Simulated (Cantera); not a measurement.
## Hydrogen reduction and annealing atmospheres: FeS + H2 + N2

Input: 1 mol FeS, 0.3 mol H2, 30 mol N2, at 390000 Pa.

Method: chemical equilibrium by Gibbs-energy minimisation in Cantera with the NASA 1993 tables (ideal gas, pure condensed phases). Candidate condensed phases: Fe, FeS, FeS2, S; 16 gas species. Metal and sulfide melt together well below either melting point, which pure phases cannot show. Mutual solubility and eutectic melting of coexisting phases are not modelled. FeS: taken at fixed stoichiometry. Equilibrium is a limit: real reactors are often held back by kinetics, nucleation or transport.

| T (K) | x N2 | x H2 | x H2S | x S2 | x SH | x NH3 | x H | x S | n Fe(α) | n FeS(s) | n Fe(γ) | n FeS(l) |
|---|---|---|---|---|---|---|---|---|---|---|---|---|
| 1073 | 0.990 | 0.00988 | 1.87e-5 | 2.18e-10 | 2.21e-9 | 1.41e-6 | 7.05e-10 | <1e-12 | 0.000568 | 0.999 | 0 | 0 |
| 1123 | 0.990 | 0.00987 | 2.62e-5 | 1.05e-9 | 7.05e-9 | 1.07e-6 | 2.14e-9 | 1.96e-12 | 0.000795 | 0.999 | 0 | 0 |
| 1173 | 0.990 | 0.00986 | 3.57e-5 | 4.44e-9 | 2.04e-8 | 8.27e-7 | 5.93e-9 | 1.08e-11 | 0.00108 | 0.999 | 0 | 0 |
| 1223 | 0.990 | 0.00985 | 4.73e-5 | 1.67e-8 | 5.39e-8 | 6.53e-7 | 1.51e-8 | 5.20e-11 | 0 | 0.999 | 0.00144 | 0 |
| 1273 | 0.990 | 0.00984 | 6.13e-5 | 5.66e-8 | 1.32e-7 | 5.25e-7 | 3.58e-8 | 2.21e-10 | 0 | 0.998 | 0.00186 | 0 |
| 1323 | 0.990 | 0.00982 | 7.76e-5 | 1.74e-7 | 3.02e-7 | 4.28e-7 | 7.96e-8 | 8.38e-10 | 0 | 0.998 | 0.00237 | 0 |
| 1373 | 0.990 | 0.00980 | 9.64e-5 | 4.89e-7 | 6.47e-7 | 3.54e-7 | 1.67e-7 | 2.88e-9 | 0 | 0.997 | 0.00297 | 0 |
| 1423 | 0.990 | 0.00978 | 0.000117 | 1.28e-6 | 1.31e-6 | 2.97e-7 | 3.33e-7 | 9.08e-9 | 0 | 0.996 | 0.00368 | 0 |
| 1473 | 0.990 | 0.00976 | 0.000138 | 2.99e-6 | 2.48e-6 | 2.52e-7 | 6.33e-7 | 2.59e-8 | 0 | 0 | 0.00445 | 0.996 |
| 1523 | 0.990 | 0.00975 | 0.000151 | 5.78e-6 | 4.21e-6 | 2.16e-7 | 1.16e-6 | 6.45e-8 | 0 | 0 | 0.00504 | 0.995 |
x: gas mole fraction; n: condensed amount in mol.

From 1073 K to 1173 K the condensed part is Fe(α) + FeS(s). From 1223 K to 1423 K the condensed part is Fe(γ) + FeS(s). From 1473 K to 1523 K the condensed part is Fe(γ) + FeS(l).
